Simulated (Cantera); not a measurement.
Ignition delay

Mixture: 15.9 % CH4, 17.6 % O2, 66.5 % N2, equivalence ratio 1.8, at 9.87 atm, adiabatic and at constant volume. Ignition delay is the time to a rise of 400 K.

Model: GRI-Mech 3.0 (53 species, 325 reactions), integrated in Cantera.

| T0 (K) | delay (ms) |
|---|---|
| 1200 | 6.11 |
| 1300 | 1.85 |
| 1400 | 0.620 |
| 1500 | 0.224 |
| 1600 | 0.0868 |
| 1700 | 0.0363 |

```json
{
 "apparent activation energy between 1500 and 1700 K": "190 kJ/mol"
}
```
